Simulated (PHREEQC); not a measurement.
# Brine

Dissolve 0.82 mol/kgw HCl, 0.45 mol/kgw K2SO4 and 0.44 mol/kgw NaCl at 10 °C. Closed to the air; pH follows from the charge balance.

The numbers come from PHREEQC with the Pitzer model, pitzer.dat.

Each row changes one thing in this solution. No solid was allowed to form.

```json
[
 {"case": "as made", "pH": "0.23", "ionic strength (mol/kgw)": "2.02", "HSO4- (mol/kgw)": "0.297", "SO4-2 (mol/kgw)": "0.153", "SI of Arcanite (K2SO4)": "-0.77", "SI of Sylvite (KCl)": "-1.12"},
 {"case": "diluted 10-fold with water", "pH": "1.33", "ionic strength (mol/kgw)": "0.220", "HSO4- (mol/kgw)": "[?]", "SO4-2 (mol/kgw)": "0.0247", "SI of Arcanite (K2SO4)": "-2.58", "SI of Sylvite (KCl)": "-2.95"},
 {"case": "HCl from 0.82 to 0.902 mol/kgw", "pH": "0.15", "ionic strength (mol/kgw)": "2.08", "HSO4- (mol/kgw)": "0.306", "SO4-2 (mol/kgw)": "0.144", "SI of Arcanite (K2SO4)": "-0.82", "SI of Sylvite (KCl)": "-1.09"},
 {"case": "NaCl from 0.44 to 0.088 mol/kgw", "pH": "0.29", "ionic strength (mol/kgw)": "1.66", "HSO4- (mol/kgw)": "0.302", "SO4-2 (mol/kgw)": "0.148", "SI of Arcanite (K2SO4)": "-0.69", "SI of Sylvite (KCl)": "-1.26"},
 {"case": "temperature from 10 to 60 °C", "pH": "0.36", "ionic strength (mol/kgw)": "1.82", "HSO4- (mol/kgw)": "0.392", "SO4-2 (mol/kgw)": "0.0576", "SI of Arcanite (K2SO4)": "-1.73", "SI of Sylvite (KCl)": "-1.58"},
 {"case": "NaCl from 0.44 to 0.66 mol/kgw", "pH": "0.19", "ionic strength (mol/kgw)": "2.24", "HSO4- (mol/kgw)": "0.295", "SO4-2 (mol/kgw)": "0.155", "SI of Arcanite (K2SO4)": "-0.82", "SI of Sylvite (KCl)": "-1.06"},
 {"case": "NaCl left out", "pH": "0.30", "ionic strength (mol/kgw)": "1.56", "HSO4- (mol/kgw)": "0.303", "SO4-2 (mol/kgw)": "0.147", "SI of Arcanite (K2SO4)": "-0.67", "SI of Sylvite (KCl)": "-1.30"},
 {"case": "diluted 2-fold with water", "pH": "0.63", "ionic strength (mol/kgw)": "[?]", "HSO4- (mol/kgw)": "0.132", "SO4-2 (mol/kgw)": "0.0933", "SI of Arcanite (K2SO4)": "-1.27", "SI of Sylvite (KCl)": "-1.69"}
]
```

**Question.** Fill in the missing entries.

**Answer.** 
- diluted 10-fold with water, HSO4- (mol/kgw): 0.0203
- diluted 2-fold with water, ionic strength (mol/kgw): 1.04

In brines, pH and single-ion activities rest on the MacInnes convention. Away from 25 °C the constants follow the database's enthalpies or fits; those with neither stay at their 25 °C values.
